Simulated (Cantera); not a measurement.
A perfectly stirred reactor is fed with NH3 : N2 = 1 : 0.38 (molar parts), at 0.710 bar; it is held at 1598 K, and followed from long to short residence time.

Cantera simulation using the gas-phase N/H chemistry of the illustrative SiF4/NH3 mechanism in the Surface Chemkin manual (1991); the numbers are that mechanism's predictions, not measurements. Walls and surfaces, which speed up NH3 decomposition in real reactors, are not modelled.

x: mole fraction; the columns are a selection and need not sum to one.

```json
[
 {"τ (s)": "2.4", "x NH3": "0.556", "x H": "8.05e-6", "x N2H4": "1.07e-7", "x N2H2": "3.34e-7", "x NH": "2.75e-7"},
 {"τ (s)": "0.68", "x NH3": "0.663", "x H": "?", "x N2H4": "?", "x N2H2": "?", "x NH": "2.75e-7"},
 {"τ (s)": "0.19", "x NH3": "0.706", "x H": "8.82e-7", "x N2H4": "1.63e-7", "x N2H2": "5.28e-7", "x NH": "2.42e-7"},
 {"τ (s)": "0.052", "x NH3": "0.719", "x H": "2.53e-7", "x N2H4": "1.68e-7", "x N2H2": "5.35e-7", "x NH": "2.09e-7"},
 {"τ (s)": "0.014", "x NH3": "0.723", "x H": "?", "x N2H4": "1.56e-7", "x N2H2": "?", "x NH": "?"},
 {"τ (s)": "0.0040", "x NH3": "0.724", "x H": "2.24e-8", "x N2H4": "1.14e-7", "x N2H2": "3.54e-7", "x NH": "1.40e-7"},
 {"τ (s)": "0.0011", "x NH3": "0.725", "x H": "7.77e-9", "x N2H4": "3.59e-8", "x N2H2": "1.07e-7", "x NH": "5.31e-8"},
 {"τ (s)": "0.00030", "x NH3": "0.725", "x H": "5.09e-9", "x N2H4": "3.48e-9", "x N2H2": "9.50e-9", "x NH": "6.16e-9"}
]
```

**Question.** Fill in the missing entries.

**Answer.** 
- 0.68, x H: 2.87e-6
- 0.68, x N2H4: 1.43e-7
- 0.68, x N2H2: 4.69e-7
- 0.014, x H: 7.14e-8
- 0.014, x N2H2: 4.92e-7
- 0.014, x NH: 1.83e-7
